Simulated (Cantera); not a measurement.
Input: 1 mol CHF₃, 0.17 mol CH₄, held at 1173 K and 4.10 Pa.

Method: chemical equilibrium by Gibbs-energy minimisation in Cantera with the NASA 1993 tables (ideal gas, pure condensed phases). Candidate condensed phases: C, C₆H₆, C₇H₈, C₈H₁₈; 95 gas species. Gases not in the tables: C₂F₆ and larger saturated fluorocarbons. Equilibrium is a limit: real reactors are often held back by kinetics, nucleation or transport.

### Question
What is the equilibrium state?

### Answer
```
Property            Value
--------------  ---------
x(HF)               0.836
x(CF₄)              0.164
x(CF₂)            5.11e-6
x(F)              2.08e-6
n(C(graphite))  0.840 mol
gas amount      2.010 mol
```
